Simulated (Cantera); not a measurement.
Cantera run:

```python
import numpy as np
import cantera as ct

gas_names = """
    H HO2 H2 H2O H2O2 Mg MgH MgO MgOH MgO2H2 Mg2 O OH O2 O3
""".split()
cond_names = """
    H2O(s) H2O(L) Mg(cr) Mg(L) MgO(s) MgO(L) MgO2H2(s)
""".split()


# ... load() reads the species with a 1 bar reference pressure and builds the phases ...
atoms = {
    'Mg(OH)2': {'Mg': 1, 'O': 2, 'H': 2},
    'H2O': {'H': 2, 'O': 1},
    'H2': {'H': 2},
}
top_T = {}  # K; cautious upper limits of use, not melting points


# ... equilibrate(T, P, feed) seeds the gas with the atoms and calls Mixture.equilibrate('TP', solver="vcs", rtol=1e-11, max_steps=5000) ...
results = []
feed = {'Mg(OH)2': 1, 'H2O': 3.1, 'H2': 0.45}  # mol
P = 10000  # Pa
for T in [798, 948, 1098, 1248, 1398, 1548, 1698, 1848, 1998, 2148]:
    mix = equilibrate(T, P, feed)
    results.append((T, P, feed, dict(zip(mix.species_names, mix.species_moles))))
    x = sorted(zip(gas.X, gas.species_names), reverse=True)
    print(f"T = {T:g} K  P = {P:g} Pa  gas = {mix.phase_moles(0):.4g} mol")
    print("   x: " + "  ".join(f"{s} {v:.3e}" for v, s in x if v > 1e-06))
    print("   condensed (mol): " + ("  ".join(f"{mix.phase(i).name} {mix.phase_moles(i):.4g}"
          for i in range(1, mix.n_phases) if mix.phase_moles(i) > 1e-12) or "none"))
```

Output:

```
T = 798 K  P = 10000 Pa  gas = 4.55 mol
   x: H2O 9.011e-01  H2 9.890e-02
   condensed (mol): MgO(s) 1
T = 948 K  P = 10000 Pa  gas = 4.55 mol
   x: H2O 9.011e-01  H2 9.890e-02
   condensed (mol): MgO(s) 1
T = 1098 K  P = 10000 Pa  gas = 4.55 mol
   x: H2O 9.011e-01  H2 9.890e-02
   condensed (mol): MgO(s) 1
T = 1248 K  P = 10000 Pa  gas = 4.55 mol
   x: H2O 9.011e-01  H2 9.890e-02
   condensed (mol): MgO(s) 1
T = 1398 K  P = 10000 Pa  gas = 4.55 mol
   x: H2O 9.011e-01  H2 9.890e-02  H 4.706e-06
   condensed (mol): MgO(s) 1
T = 1548 K  P = 10000 Pa  gas = 4.55 mol
   x: H2O 9.011e-01  H2 9.889e-02  H 3.062e-05  OH 9.320e-06
   condensed (mol): MgO(s) 1
T = 1698 K  P = 10000 Pa  gas = 4.55 mol
   x: H2O 9.009e-01  H2 9.885e-02  H 1.438e-04  OH 6.736e-05  MgO2H2 2.026e-06
   condensed (mol): MgO(s) 1
T = 1848 K  P = 10000 Pa  gas = 4.552 mol
   x: H2O 9.003e-01  H2 9.878e-02  H 5.270e-04  OH 3.533e-04  MgO2H2 9.445e-06  O2 5.761e-06  Mg 1.578e-06  O 1.438e-06  MgOH 1.238e-06
   condensed (mol): MgO(s) 0.9999
T = 1998 K  P = 10000 Pa  gas = 4.557 mol
   x: H2O 8.980e-01  H2 9.879e-02  H 1.594e-03  OH 1.442e-03  O2 6.673e-05  MgO2H2 3.472e-05  O 1.702e-05  Mg 1.626e-05  MgOH 9.470e-06
   condensed (mol): MgO(s) 0.9997
T = 2148 K  P = 10000 Pa  gas = 4.574 mol
   x: H2O 8.904e-01  H2 9.975e-02  OH 4.783e-03  H 4.163e-03  O2 5.328e-04  O 1.407e-04  Mg 1.215e-04  MgO2H2 1.053e-04  MgOH 5.429e-05  MgO 3.093e-06
   condensed (mol): MgO(s) 0.9987
```

Cantera equilibrium calculation (NASA polynomials, part measured and part estimated; ideal gas, pure solids and liquids).
